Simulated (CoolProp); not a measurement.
A single-stage vapour-compression cycle with C3F8 (R218): evaporating at 253.15 K (dew point), condensing at 321.15 K (bubble point), superheat 5 K, subcooling 2 K, compressor efficiency 0.85, no pressure losses. Each further row changes one setting.

Values from CoolProp's reference Helmholtz-energy equation of state, Lemmon 2006. It is a short technical equation, of lower accuracy than the large ones.

```
case                              cooling COP  pressure ratio  discharge temperature (K)  refrigerating effect (kJ/kg)  volumetric capacity (kJ/m³)
--------------------------------  -----------  --------------  -------------------------  ----------------------------  ---------------------------
as stated                                 [?]            7.56                      321.2                          28.0                          544
evaporating temperature 258.15 K          [?]            6.26                      321.2                          31.1                          724
condensing temperature 316.15 K           [?]            6.71                      316.2                          34.4                          668
subcooling 7 K                           1.51            7.56                      321.2                           [?]                          671
superheat 15 K                            [?]            7.56                      321.2                          35.8                          660
compressor efficiency 0.75               1.08            7.56                      321.2                          28.0                          544
```

Q: Fill in the missing entries.

A: 
- as stated, cooling COP: 1.22
- evaporating temperature 258.15 K, cooling COP: 1.49
- condensing temperature 316.15 K, cooling COP: 1.57
- subcooling 7 K, refrigerating effect (kJ/kg): 34.5
- superheat 15 K, cooling COP: 1.43

The compression ends wet for: as stated; evaporating temperature 258.15 K; condensing temperature 316.15 K; subcooling 7 K; superheat 15 K; compressor efficiency 0.75.
